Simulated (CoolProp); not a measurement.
Saturation properties of isobutane (Tc = 407.8 K, pc = 3.629 MPa, ω = 0.184).

Computed with CoolProp (reference Helmholtz-energy equation of state, Bücker 2006).

```tsv
T (K)	p (MPa)	enthalpy of vaporisation (kJ/kg)	vapour Z	surface tension (mN/m)	liquid viscosity (µPa s)
199.1	0.003571	415.1	[?]	21.5	556
201.6	0.004279	413.2	0.9960	21.2	[?]
204.1	0.005102	411.3	0.9954	[?]	510
206.5	0.006013	409.5	0.9948	20.7	490
209	0.007102	407.6	0.9941	20.4	470
211.5	0.008349	405.7	0.9934	20.1	451
213.9	0.009713	403.9	[?]	[?]	435
216.4	0.01132	401.9	0.9917	19.5	418
218.8	0.01307	400.1	[?]	19.2	403
221.3	0.01512	398.2	0.9896	18.9	388
223.8	0.01742	396.2	0.9885	18.6	374
226.2	0.01989	394.3	[?]	18.3	361
```

Question: Complete the blanks.

Answer: 
- 199.1, vapour Z: 0.9965
- 201.6, liquid viscosity (µPa s): 532
- 204.1, surface tension (mN/m): 20.9
- 213.9, vapour Z: 0.9926
- 213.9, surface tension (mN/m): 19.8
- 218.8, vapour Z: 0.9907
- 226.2, vapour Z: 0.9873

It boils at 261.4 K under 1 atm.

Viscosity comes from a separate model (Vogel 2000). Surface tension comes from a separate correlation (Mulero 2012).
